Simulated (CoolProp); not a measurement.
Vapour-liquid equilibrium of o-xylene (1) + n-nonane (2) at 317 K; x and y are mole fractions of (1).

Values from CoolProp's multi-fluid Helmholtz-energy mixture model, Zhou 2012 and Lemmon 2006; pair parameters Bell 2016.

| x | bubble pressure, mixture model (kPa) | bubble pressure, Raoult's law (kPa) | y, mixture model | y, Raoult's law |
|---|---|---|---|---|
| 0.05 | 1.820 | 1.785 | 0.087 | 0.070 |
| 0.15 | 1.955 | 1.862 | 0.237 | 0.202 |
| 0.25 | 2.075 | 1.939 | 0.361 | 0.324 |
| 0.35 | 2.179 | 2.015 | 0.464 | 0.437 |
| 0.45 | 2.268 | 2.092 | 0.555 | 0.541 |
| 0.55 | 2.343 | 2.169 | 0.636 | 0.637 |
| 0.65 | 2.405 | 2.245 | 0.712 | 0.728 |
| 0.75 | 2.454 | 2.322 | 0.788 | 0.812 |
| 0.85 | 2.490 | 2.399 | 0.866 | 0.891 |
| 0.95 | 2.510 | 2.475 | 0.952 | 0.965 |

The largest gap from Raoult's law is +8.4 % in bubble pressure, at x = 0.45. No azeotrope shows between x = 0.05 and 0.95.

Pair parameters are fitted to limited data, so mixtures are less certain than the pure fluids.
